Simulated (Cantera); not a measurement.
A freely propagating, adiabatic, planar premixed flame of 17.5 % H₂, 17.5 % O₂, 64.9 % N₂, unburnt at 475 K and 90.0 Torr; mixture-averaged transport, grid criteria slope 0.08 and curve 0.16, no radiation.

Computed with Cantera and the H2/O2 subset of GRI-Mech 3.0, which has no nitrogen chemistry. Burning velocities carry a grid error of a few per cent, more on coarse grids. Lean hydrogen flames are cellular in practice and burn faster than this planar one.

**Question.** Predict: laminar burning velocity; thermal thickness; peak x(HO₂); peak x(O); peak x(H₂O₂); peak x(H).

**Answer.** 
```
Quantity                    Result
------------------------  --------
laminar burning velocity  210 cm/s
thermal thickness          6.10 mm
peak x(HO₂)                7.95e-5
peak x(O)                   0.0121
peak x(H₂O₂)               7.17e-6
peak x(H)                   0.0263
```
